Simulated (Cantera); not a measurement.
Feed: 1 mol Cu₂O, 19 mol H₂, 3 mol H₂O, held at 0.000160 bar.

Equilibrium computed with Cantera from the NASA thermochemical tables; the gas is ideal and each condensed phase is pure. Candidate condensed phases: Cu, CuO, Cu(OH)₂, Cu₂O, H₂O; 12 gas species. Rates play no part.

Q: Which condensed phases are stable at each of these points (T (K)): 1498, 1548, 1598, 1648, 1698, 1748, 1798, 1848, 1898, 1948, 1998, 2048, 2098, 2148?

A: 
| T (K) | condensed phases | Cu condensed (%) |
|---|---|---|
| 1498 | Cu(l) | 42.4 |
| 1548 | gas only | 0.0 |
| 1598 | gas only | 0.0 |
| 1648 | gas only | 0.0 |
| 1698 | gas only | 0.0 |
| 1748 | gas only | 0.0 |
| 1798 | gas only | 0.0 |
| 1848 | gas only | 0.0 |
| 1898 | gas only | 0.0 |
| 1948 | gas only | 0.0 |
| 1998 | gas only | 0.0 |
| 2048 | gas only | 0.0 |
| 2098 | gas only | 0.0 |
| 2148 | gas only | 0.0 |

At 1498 K the condensed part is Cu(l). From 1548 K to 2148 K nothing is condensed.
